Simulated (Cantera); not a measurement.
Cantera run:

```python
import numpy as np
import cantera as ct

gas_names = """
    H HO2 H2 H2O H2O2 O OH O2 O3 V VO VO2
""".split()
cond_names = """
    H2O(s) H2O(L) V(cr) V(L) VO(s) VO(L) V2O3(s) V2O3(L) V2O4(I) V2O4(II) V2O4(L) V2O5(s) V2O5(L)
""".split()


# ... load() reads the species with a 1 bar reference pressure and builds the phases ...
atoms = {
    'V': {'V': 1},
    'O2': {'O': 2},
    'H2': {'H': 2},
}
top_T = {}  # K; cautious upper limits of use, not melting points


# ... equilibrate(T, P, feed) seeds the gas with the atoms and calls Mixture.equilibrate('TP', solver="vcs", rtol=1e-11, max_steps=5000) ...
results = []
feed = {'V': 1, 'O2': 0.12, 'H2': 2.4}  # mol
for P in [0.1, 0.5, 2.5, 13, 63, 320, 1600, 7900, 40000, 200000, 1000000]:
    for T in [1923, 1998, 2073, 2148, 2223, 2298, 2373, 2448, 2523, 2598, 2673, 2748, 2823]:
        mix = equilibrate(T, P, feed)
        results.append((T, P, feed, dict(zip(mix.species_names, mix.species_moles))))

for T, P, feed, n in results:
    print(f"{T:7g} {P:10.4g}  " + (" + ".join(c for c in cond_names if n.get(c, 0) > 1e-12) or "gas only"))
```

It prints:

```
   1923        0.1  gas only
   1998        0.1  gas only
   2073        0.1  gas only
   2148        0.1  gas only
   2223        0.1  gas only
   2298        0.1  gas only
   2373        0.1  gas only
   2448        0.1  gas only
   2523        0.1  gas only
   2598        0.1  gas only
   2673        0.1  gas only
   2748        0.1  gas only
   2823        0.1  gas only
   1923        0.5  V(cr)
   1998        0.5  gas only
   2073        0.5  gas only
   2148        0.5  gas only
   2223        0.5  gas only
   2298        0.5  gas only
   2373        0.5  gas only
   2448        0.5  gas only
   2523        0.5  gas only
   2598        0.5  gas only
   2673        0.5  gas only
   2748        0.5  gas only
   2823        0.5  gas only
   1923        2.5  V(cr) + VO(s)
   1998        2.5  V(cr)
   2073        2.5  gas only
   2148        2.5  gas only
   2223        2.5  gas only
   2298        2.5  gas only
   2373        2.5  gas only
   2448        2.5  gas only
   2523        2.5  gas only
   2598        2.5  gas only
   2673        2.5  gas only
   2748        2.5  gas only
   2823        2.5  gas only
   1923         13  V(cr) + VO(s)
   1998         13  V(cr) + VO(s)
   2073         13  V(cr) + VO(L)
   2148         13  V(cr)
   2223         13  gas only
   2298         13  gas only
   2373         13  gas only
   2448         13  gas only
   2523         13  gas only
   2598         13  gas only
   2673         13  gas only
   2748         13  gas only
   2823         13  gas only
   1923         63  V(cr) + VO(s)
   1998         63  V(cr) + VO(s)
   2073         63  V(cr) + VO(L)
   2148         63  V(cr) + VO(L)
   2223         63  V(L) + VO(L)
   2298         63  V(L)
   2373         63  gas only
   2448         63  gas only
   2523         63  gas only
   2598         63  gas only
   2673         63  gas only
   2748         63  gas only
   2823         63  gas only
   1923        320  V(cr) + VO(s)
   1998        320  V(cr) + VO(s)
   2073        320  V(cr) + VO(L)
   2148        320  V(cr) + VO(L)
   2223        320  V(L) + VO(L)
   2298        320  V(L) + VO(L)
   2373        320  V(L) + VO(L)
   2448        320  V(L)
   2523        320  gas only
   2598        320  gas only
   2673        320  gas only
   2748        320  gas only
   2823        320  gas only
   1923       1600  V(cr) + VO(s)
   1998       1600  V(cr) + VO(s)
   2073       1600  V(cr) + VO(L)
   2148       1600  V(cr) + VO(L)
   2223       1600  V(L) + VO(L)
   2298       1600  V(L) + VO(L)
   2373       1600  V(L) + VO(L)
   2448       1600  V(L) + VO(L)
   2523       1600  V(L) + VO(L)
   2598       1600  V(L)
   2673       1600  gas only
   2748       1600  gas only
   2823       1600  gas only
   1923       7900  V(cr) + VO(s)
   1998       7900  V(cr) + VO(s)
   2073       7900  V(cr) + VO(L)
   2148       7900  V(cr) + VO(L)
   2223       7900  V(L) + VO(L)
   2298       7900  V(L) + VO(L)
   2373       7900  V(L) + VO(L)
   2448       7900  V(L) + VO(L)
   2523       7900  V(L) + VO(L)
   2598       7900  V(L) + VO(L)
   2673       7900  V(L) + VO(L)
   2748       7900  V(L) + VO(L)
   2823       7900  V(L)
   1923      4e+04  V(cr) + VO(s)
   1998      4e+04  V(cr) + VO(s)
   2073      4e+04  V(cr) + VO(L)
   2148      4e+04  V(cr) + VO(L)
   2223      4e+04  V(L) + VO(L)
   2298      4e+04  V(L) + VO(L)
   2373      4e+04  V(L) + VO(L)
   2448      4e+04  V(L) + VO(L)
   2523      4e+04  V(L) + VO(L)
   2598      4e+04  V(L) + VO(L)
   2673      4e+04  V(L) + VO(L)
   2748      4e+04  V(L) + VO(L)
   2823      4e+04  V(L) + VO(L)
   1923      2e+05  V(cr) + VO(s)
   1998      2e+05  V(cr) + VO(s)
   2073      2e+05  V(cr) + VO(L)
   2148      2e+05  V(cr) + VO(L)
   2223      2e+05  V(L) + VO(L)
   2298      2e+05  V(L) + VO(L)
   2373      2e+05  V(L) + VO(L)
   2448      2e+05  V(L) + VO(L)
   2523      2e+05  V(L) + VO(L)
   2598      2e+05  V(L) + VO(L)
   2673      2e+05  V(L) + VO(L)
   2748      2e+05  V(L) + VO(L)
   2823      2e+05  V(L) + VO(L)
   1923      1e+06  V(cr) + VO(s)
   1998      1e+06  V(cr) + VO(s)
   2073      1e+06  V(cr) + VO(L)
   2148      1e+06  V(cr) + VO(L)
   2223      1e+06  V(L) + VO(L)
   2298      1e+06  V(L) + VO(L)
   2373      1e+06  V(L) + VO(L)
   2448      1e+06  V(L) + VO(L)
   2523      1e+06  V(L) + VO(L)
   2598      1e+06  V(L) + VO(L)
   2673      1e+06  V(L) + VO(L)
   2748      1e+06  V(L) + VO(L)
   2823      1e+06  V(L) + VO(L)
```

These are equilibrium values from Cantera (NASA tables, ideal gas, pure condensed phases), not measurements of a reactor. Each liquid is taken as pure. Mutual solubility and eutectic melting of coexisting phases are not modelled. VO: taken at fixed stoichiometry. Condensed phases not in the tables: N, O or C dissolved in the metal.
